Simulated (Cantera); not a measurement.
Sublimation and decomposition of ceramics: Si3N4 + Si + H2

Feed: 1 mol Si3N4, 0.014 mol Si, 6.8 mol H2, held at 0.133 bar.

Equilibrium computed with Cantera from the NASA thermochemical tables; the gas is ideal and each condensed phase is pure. Candidate condensed phases: Si, Si3N4; 18 gas species. Mutual solubility and eutectic melting of coexisting phases are not modelled. The tables' values for SiN are old estimates; treat these amounts as uncertain. Gases not in the tables: Si2H6 and higher silanes. Rates play no part.

```csv
T (K),x H2,x N2,x H,x Si,x SiH2,x SiH,x Si2N,x SiN,n Si(s),n Si3N4(s),n Si(l)
1523,0.999,0.000555,6.33e-5,1.35e-7,2.00e-6,1.44e-7,2.09e-9,1.36e-9,0.0197,0.998,0
1573,0.998,0.00140,0.000111,4.12e-7,3.66e-6,3.62e-7,8.77e-9,5.37e-9,0.0282,0.995,0
1623,0.996,0.00332,0.000189,1.17e-6,6.44e-6,8.58e-7,3.35e-8,1.95e-8,0.0479,0.989,0
1673,0.992,0.00747,0.000311,3.13e-6,1.09e-5,1.93e-6,1.18e-7,6.56e-8,0.0906,0.974,0
1723,0.982,0.0177,0.000495,7.38e-6,1.67e-5,3.84e-6,3.54e-7,2.02e-7,0,0.939,0.198
1773,0.957,0.0422,0.000762,1.60e-5,2.36e-5,7.05e-6,9.54e-7,5.76e-7,0,0.850,0.463
1823,0.903,0.0957,0.00113,3.32e-5,3.17e-5,1.23e-5,2.43e-6,1.55e-6,0,0.640,1.09
1873,0.791,0.207,0.00157,6.61e-5,3.88e-5,2.00e-5,5.89e-6,3.96e-6,0,0.111,2.68
1923,0.771,0.227,0.00226,0.000127,5.19e-5,3.34e-5,9.86e-6,6.98e-6,0,0,3.01
1973,0.770,0.227,0.00324,0.000237,6.99e-5,5.48e-5,1.54e-5,1.14e-5,0,0,3.01
```
x: gas mole fraction; n: condensed amount in mol.

From 1523 K to 1673 K the condensed part is Si(s) + Si3N4(s). From 1723 K to 1873 K the condensed part is Si(l) + Si3N4(s). From 1923 K to 1973 K the condensed part is Si(l). The main Si-bearing gas is SiH2 at 1523 K and Si at 1973 K.
